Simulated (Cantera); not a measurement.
Charge: 1 mol SiCl4, 0.018 mol C2H4, 62 mol H2, held at 1850 °C and 0.133 bar.

These are equilibrium values from Cantera (NASA tables, ideal gas, pure condensed phases), not measurements of a reactor. Candidate condensed phases: C, C6H6, C7H8, C8H18, Si, SiC; 109 gas species. Mutual solubility and eutectic melting of coexisting phases are not modelled. The tables' values for SiCl, SiCl3 are old estimates; treat these amounts as uncertain. Gases not in the tables: Si2H6 and higher silanes. Rates play no part.

Base state: H2 0.932, HCl 0.0500, H 0.00950, SiCl2 0.00560, Si 0.00128, SiCl 0.000410, Cl 0.000374, SiH 0.000233 (mole fractions); condensed: Si(l) + SiC(s).

**Question.** What changes in the equilibrium state with this change: temperature from 1850 °C to 1225 °C?

**Answer.** 
| species | before | after |
|---|---|---|
| H2 | 0.932 | 0.946 |
| HCl | 0.0500 | 0.0464 |
| SiCl2 | 0.00560 | 0.00730 |
| H | 0.00950 | 4.59e-5 |
| Si2C | 5.70e-5 | <1e-9 |
| Si2 | 1.75e-5 | <1e-9 |
| Si | 0.00128 | 7.55e-8 |
| C2H2 (acetylene) | 1.09e-5 | <1e-9 |
| SiH | 0.000233 | 8.67e-8 |
| Si(l), mol | 0.461 | 0 |
| SiC(s), mol | 0.0306 | 0.0359 |
| Si(s), mol | 0 | 0.465 |
The tables' values for SiCl3 are old estimates; treat these amounts as uncertain.

**Question.** What changes in the equilibrium state with this change: pressure from 0.133 bar to 1.33 mbar?

**Answer.** 
| species | before | after |
|---|---|---|
| H2 | 0.932 | 0.839 |
| H | 0.00950 | 0.0901 |
| HCl | 0.0500 | 0.0527 |
| Si | 0.00128 | 0.0128 |
| SiC2 | 6.42e-7 | 6.75e-5 |
| SiCl3 | 1.62e-5 | 2.23e-7 |
| Cl | 0.000374 | 0.00415 |
| Si(l), mol | 0.461 | 0 |
| SiC(s), mol | 0.0306 | 0 |
The tables' values for SiCl are old estimates; treat these amounts as uncertain.
